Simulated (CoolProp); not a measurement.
A Linde-Hampson liquefier for normal hydrogen: isothermal reversible compression at 300 K from 1 atm to 25 MPa, throttling to 1 atm, return gas leaving the recuperator 2 K below the feed. Each further row changes one setting.

Computed with CoolProp (reference Helmholtz-energy equation of state, Leachman 2009).

```tsv
case	compression work (kJ/kg of gas)
as stated	7000
high pressure 50 MPa	8050
warm-end temperature 330 K	7690
warm-end gap 7 K	7000
```
